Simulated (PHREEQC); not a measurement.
Leach liquor: an equilibrium model

Solution (25 °C): 0.0054 mol/kgw HCl, 0.0097 mol/kgw Li2SO4 and 0.0065 mol/kgw MnSO4. Closed to the air; pH follows from the charge balance.

Computed with PHREEQC (Pitzer model, pitzer.dat).

| Property | Result |
|---|---|
| pH | 2.55 |
| ionic strength | 0.0567 mol/kgw |
| specific conductance | 4370 µS/cm |
| density | 0.999 g/cm³ |
| osmotic coefficient | 0.850 |
| total alkalinity | -5.40 meq/kg |

```json
[
 {"species": "Li+", "molality": "0.0194", "activity": "0.0160", "log γ": "-0.083"},
 {"species": "SO4-2", "molality": "0.0143", "activity": "0.00548", "log γ": "-0.417"},
 {"species": "Mn+2", "molality": "0.00650", "activity": "0.00228", "log γ": "-0.455"},
 {"species": "Cl-", "molality": "0.00540", "activity": "0.00436", "log γ": "-0.093"},
 {"species": "H+", "molality": "0.00351", "activity": "0.00282", "log γ": "-0.095"},
 {"species": "HSO4-", "molality": "0.00189", "activity": "0.00147", "log γ": "-0.107"}
]
```

This is a speciation only: nothing precipitates in the calculation. Complexes and solids missing from the database can't appear.
